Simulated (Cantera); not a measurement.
A Cantera script and what it prints.

```python
import numpy as np
import cantera as ct

gas_names = """
    N NO NO2 NO3 N2 N2O O O2 O3 Pb PbO Pb2
""".split()
cond_names = """
    Pb(cr) Pb(L) PbO(rd) PbO(yw) PbO(L) PbO2(s) Pb3O4(s)
""".split()


# ... load() reads the species with a 1 bar reference pressure and builds the phases ...
atoms = {
    'PbO': {'Pb': 1, 'O': 1},
    'O2': {'O': 2},
    'N2': {'N': 2},
}
top_T = {'Pb3O4(s)': 820}  # K; cautious upper limits of use, not melting points


# ... equilibrate(T, P, feed) seeds the gas with the atoms and calls Mixture.equilibrate('TP', solver="vcs", rtol=1e-11, max_steps=5000) ...
results = []
feed = {'PbO': 1, 'O2': 0.073, 'N2': 1}  # mol
T = 1398.15  # K
P = 100000  # Pa
mix = equilibrate(T, P, feed)
results.append((T, P, feed, dict(zip(mix.species_names, mix.species_moles))))
print(gas.report(threshold=0.001))
for i in range(1, mix.n_phases):
    print(f"{mix.phase(i).name:16s} {mix.phase_moles(i):12.5e} mol")
```

It prints:

```
       temperature   1398.2 K
          pressure   1e+05 Pa
           density   0.247 kg/m^3
  mean mol. weight   28.713 kg/kmol
   phase of matter   gas

                          1 kg             1 kmol
                     ---------------   ---------------
          enthalpy        1.2256e+06         3.519e+07  J
   internal energy        8.2073e+05        2.3566e+07  J
           entropy            8458.2        2.4286e+05  J/K
    Gibbs function         -1.06e+07       -3.0436e+08  J
 heat capacity c_p            1203.2             34548  J/K
 heat capacity c_v            913.65             26234  J/K

                      mass frac. Y      mole frac. X     chem. pot. / RT
                     ---------------   ---------------   ---------------
                N2           0.90705           0.92969           -25.871
                O2          0.075412           0.06767           -30.251
               PbO          0.016927         0.0021776           -32.154
     [   +9 minor]        0.00060804        0.00046408

Pb(L)             0.00000e+00 mol
PbO(L)            9.97637e-01 mol
```

Equilibrium computed with Cantera from the NASA thermochemical tables; the gas is ideal and each condensed phase is pure. Gases not in the tables: (PbO)n polymers.
